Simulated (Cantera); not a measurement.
Feed: 1 mol Si, 0.0078 mol H2O, 7.9 mol H2, at 1748 K and 10.0 Torr.

Method: chemical equilibrium by Gibbs-energy minimisation in Cantera with the NASA 1993 tables (ideal gas, pure condensed phases). Candidate condensed phases: H2O, Si, SiO2; 18 gas species. Gases not in the tables: Si2H6 and higher silanes. Rates play no part.

Task: What is the equilibrium state?

Result: 
| Item | Value |
|---|---|
| x(H2) | 0.997 |
| x(H) | 0.00198 |
| x(SiO) | 0.000984 |
| x(Si) | 0.000109 |
| x(SiH2) | 2.05e-5 |
| x(SiH) | 1.68e-5 |
| n(Si(l)) | 0.991 mol |
| gas amount | 7.924 mol |
